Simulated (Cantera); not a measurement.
A closed system holds: 1 mol SiH₂Cl₂, 0.75 mol N₂, a varied amount of NH₃, held at 1973.15 K and 0.100 bar.

Equilibrium computed with Cantera from the NASA thermochemical tables; the gas is ideal and each condensed phase is pure. Candidate condensed phases: NH₄Cl, Si, Si₃N₄; 28 gas species. Gases not in the tables: Si₂H₆ and higher silanes. Rates play no part.

Q: What share of the Si ends up in condensed phases as a function of n(NH₃) (mol), at 3, 4.2, 6, 8.4, 12, 17, 24, 33, 47?

A: 
| n(NH₃) (mol) | Si condensed (%) | as |
|---|---|---|
| 3 | 49.6 | Si(l) |
| 4.2 | 54.4 | Si(l) |
| 6 | 59.9 | Si(l) |
| 8.4 | 65.0 | Si(l) |
| 12 | 70.2 | Si(l) |
| 17 | 74.8 | Si(l) |
| 24 | 78.7 | Si(l) |
| 33 | 81.4 | Si(l) |
| 47 | 83.4 | Si(l) |
